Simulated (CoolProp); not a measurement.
A Linde-Hampson liquefier for methane: isothermal reversible compression at 280 K from 1 atm to 25 MPa, throttling to 1 atm, return gas leaving the recuperator 2 K below the feed. Each further row changes one setting.

Values from CoolProp's reference Helmholtz-energy equation of state, Setzmann 1991.

| case | liquid yield per pass | compression work (kJ/kg of gas) |
|---|---|---|
| as stated | 0.260 | 740 |
| high pressure 50 MPa | 0.282 | 839 |
| warm-end temperature 310 K | 0.197 | 842 |
| warm-end gap 7 K | 0.250 | 740 |
